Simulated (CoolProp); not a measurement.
A closed Brayton cycle with carbon dioxide: compressor inlet 308.15 K and 9.2 MPa, high pressure 17.8 MPa, turbine inlet 810 K, compressor efficiency 0.89, turbine efficiency 0.9, recuperator effectiveness 0 (on enthalpy, no pinch check). Each further row changes one setting.

The numbers come from the reference Helmholtz-energy equation of state, Span 1996 in CoolProp.

```tsv
case	thermal efficiency (%)	net work (kJ/kg)	compressor to turbine work	compressor exit (K)	turbine exit (K)
as stated	10.4	73.6	0.16	325.2	730.9
turbine inlet 760 K	10.4	67.6	0.17	325.2	?
compressor inlet 318.15 K	10.6	?	0.25	358.8	730.9
high pressure 15.1 MPa	7.9	56.9	0.14	?	750.3
recuperator effectiveness 0.5	16.3	73.6	0.16	325.2	730.9
```

Some entries are withheld; supply them.


- turbine inlet 760 K, turbine exit (K): 683.8
- compressor inlet 318.15 K, net work (kJ/kg): 65.1
- high pressure 15.1 MPa, compressor exit (K): 320.6
